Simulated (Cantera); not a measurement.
A closed system holds: 1 mol AlCl3, 0.74 mol NH3, 13 mol H2, at 100 Torr.

These are equilibrium values from Cantera (NASA tables, ideal gas, pure condensed phases), not measurements of a reactor. Candidate condensed phases: Al, AlCl3, AlN, NH4Cl; 20 gas species. The numbers say what is thermodynamically allowed, not how fast it happens.

Q: Which condensed phases are stable at each of these points (T (K)): 1073, 1148, 1223, 1298, 1373, 1448, 1523, 1598, 1673, 1748?

A: 
```tsv
T (K)	condensed phases	Al condensed (%)
1073	AlN(s)	35.4
1148	AlN(s)	34.5
1223	AlN(s)	33.7
1298	AlN(s)	32.8
1373	AlN(s)	31.8
1448	AlN(s)	29.7
1523	AlN(s)	24.8
1598	AlN(s)	12.9
1673	gas only	0.0
1748	gas only	0.0
```

From 1073 K to 1598 K the condensed part is AlN(s). From 1673 K to 1748 K nothing is condensed.
